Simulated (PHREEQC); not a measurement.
Consider water at 90 °C with 0.27 mol CuCl2, 0.0048 mol H2SO4 and 0.25 mol Na2SO4 per kg of water. Closed to the air; pH follows from the charge balance.

Equilibrium calculation in PHREEQC: ion-association model, wateq4f.dat.

No solid was allowed to form.

Q: Estimate the pH, activity of water, ionic strength.

A: pH 3.26; activity of water 0.978; ionic strength 0.916 mol/kgw.

Q: In which forms is S present?

A: SO4-2 55 %, NaSO4- 23 %, CuSO4 19 %, HSO4- 3.5 % of the S.

Examples of supersaturated solids here: Atacamite. Others may be too. Ionic strength above about 0.7 mol/kgw puts this run outside the model's range. Away from 25 °C the constants follow the database's enthalpies or fits; those with neither stay at their 25 °C values.
